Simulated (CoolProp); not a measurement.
Vapour-liquid equilibrium of ethane (1) + propane (2) at 0.0304 MPa; x and y are mole fractions of (1).

Values from CoolProp's multi-fluid Helmholtz-energy mixture model, Bücker 2006 and Lemmon 2009; pair parameters Kunz 2012.

Problem. Give the bubble temperature and the first vapour's composition at x = 0.2, 0.8, 0.95. Is there an azeotrope?

Solution. x = 0.2: 188.1 K, y = 0.753; x = 0.8: 168.2 K, y = 0.988; x = 0.95: 165.6 K, y = 0.998. No azeotrope shows between x = 0.05 and 0.95.

Pair parameters are fitted to limited data, so mixtures are less certain than the pure fluids.
